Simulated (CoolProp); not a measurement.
Vapour-liquid equilibrium of R114 (1) + n-hexane (2) at 87.65 °C; x and y are mole fractions of (1).

Model: multi-fluid Helmholtz-energy mixture model, Platzer 1990 and Thol 2019; pair parameters Bell 2016, in CoolProp. This equation is an older, rougher fit; its heat capacities, sound speeds and derivatives of the liquid may be far off and weren't checked against measurements.

**Question.** Give the bubble pressure and the first vapour's composition at x = 0.25, 0.75, 0.85. Is there an azeotrope?

**Answer.** x = 0.25: 464.4 kPa, y = 0.673; x = 0.75: 883.5 kPa, y = 0.914; x = 0.85: 965.6 kPa, y = 0.947. No azeotrope shows between x = 0.05 and 0.95.

The pair parameters rest on a limited set of measurements; away from them the model extrapolates.
